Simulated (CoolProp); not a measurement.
A single-stage vapour-compression cycle with cyclopentane: evaporating at 300.15 K (dew point), condensing at 370.15 K (bubble point), superheat 2 K, subcooling 5 K, compressor efficiency 0.85, no pressure losses. Each further row changes one setting.

Computed with CoolProp (reference Helmholtz-energy equation of state, Gedanitz 2015).

```csv
case,cooling COP,pressure ratio,discharge temperature (K),refrigerating effect (kJ/kg),volumetric capacity (kJ/m³)
as stated,…,8.47,377.5,278,362
evaporating temperature 305.15 K,3.26,7.00,376.0,284,441
condensing temperature 365.15 K,…,…,373.1,289,376
subcooling 10 K,3.04,8.47,377.5,289,376
superheat 12 K,2.95,8.47,…,…,366
compressor efficiency 0.75,…,8.47,…,278,362
```

Some entries are withheld; supply them.


- as stated, cooling COP: 2.92
- condensing temperature 365.15 K, cooling COP: 3.23
- condensing temperature 365.15 K, pressure ratio: 7.50
- superheat 12 K, discharge temperature (K): 386.8
- superheat 12 K, refrigerating effect (kJ/kg): 291
- compressor efficiency 0.75, cooling COP: 2.58
- compressor efficiency 0.75, discharge temperature (K): 385.1
